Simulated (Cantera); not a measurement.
An isothermal plug-flow reactor at 825 K and 4.93 atm (inlet), inlet velocity 4.8 m/s, active area per volume 3900 1/m; feed CH4 : O2 : N2 = 0.0044 : 0.014 : 0.79 (molar parts).

Computed with Cantera and Deutschmann's 1995 Pt surface mechanism with GRI-Mech 3.0 gas chemistry. Catalytic surfaces can have several steady states; this one follows from the mechanism file's or the stated starting coverage. Mass transfer to the wall is taken as infinitely fast.

Question: What does this change do: inlet velocity 4.8 to 15 m/s?

Answer: 
```tsv
quantity	before	after
x(CH4) at z = 0.027 m	0.00507	0.00532
x(O2) at z = 0.027 m	0.0166	0.0171
x(H2O) at z = 0.027 m	0.000746	0.000242
x(CO2) at z = 0.027 m	0.000372	0.000120
x(CO) at z = 0.027 m	8.73e-7	9.12e-7
θ(free Pt) at the exit	0.0547	0.0542
θ(O*) at the exit	0.944	0.945
```

Question: What does this change do: inlet velocity 4.8 to 2.5 m/s?

Answer: 
```tsv
quantity	before	after
x(CH4) at z = 0.027 m	0.00507	0.00474
x(O2) at z = 0.027 m	0.0166	0.0159
x(H2O) at z = 0.027 m	0.000746	0.00141
x(CO2) at z = 0.027 m	0.000372	0.000702
x(CO) at z = 0.027 m	8.73e-7	8.20e-7
θ(free Pt) at the exit	0.0547	0.0554
θ(O*) at the exit	0.944	0.943
θ(OH*) at the exit	0.00131	0.00180
```
